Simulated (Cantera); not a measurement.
What does this Cantera script print?

```python
import numpy as np
import cantera as ct

gas_names = """
    H H2 Hg
""".split()
cond_names = """
    Hg(cr) Hg(L)
""".split()


# ... load() reads the species with a 1 bar reference pressure and builds the phases ...
atoms = {
    'Hg': {'Hg': 1},
    'H2': {'H': 2},
}
top_T = {}  # K; cautious upper limits of use, not melting points


# ... equilibrate(T, P, feed) seeds the gas with the atoms and calls Mixture.equilibrate('TP', solver="vcs", rtol=1e-11, max_steps=5000) ...
results = []
feed = {'Hg': 1, 'H2': 0.88}  # mol
T = 923  # K
P = 100  # Pa
mix = equilibrate(T, P, feed)
results.append((T, P, feed, dict(zip(mix.species_names, mix.species_moles))))
print(gas.report(threshold=1e-06))
for i in range(1, mix.n_phases):
    print(f"{mix.phase(i).name:16s} {mix.phase_moles(i):12.5e} mol")
```

Output:

```
       temperature   923 K
          pressure   100 Pa
           density   0.0014026 kg/m^3
  mean mol. weight   107.64 kg/kmol
   phase of matter   gas

                          1 kg             1 kmol
                     ---------------   ---------------
          enthalpy        4.4736e+05        4.8155e+07  J
   internal energy        3.7607e+05        4.0481e+07  J
           entropy              2280        2.4543e+05  J/K
    Gibbs function       -1.6571e+06       -1.7837e+08  J
 heat capacity c_p            233.35             25118  J/K
 heat capacity c_v            156.11             16804  J/K

                      mass frac. Y      mole frac. X     chem. pot. / RT
                     ---------------   ---------------   ---------------
                H2         0.0087667           0.46809           -24.977
                Hg           0.99123           0.53191           -21.718
     [   +1 minor]        4.9559e-11        5.2923e-09

Hg(L)             0.00000e+00 mol
```

Cantera equilibrium calculation (NASA polynomials, part measured and part estimated; ideal gas, pure solids and liquids).
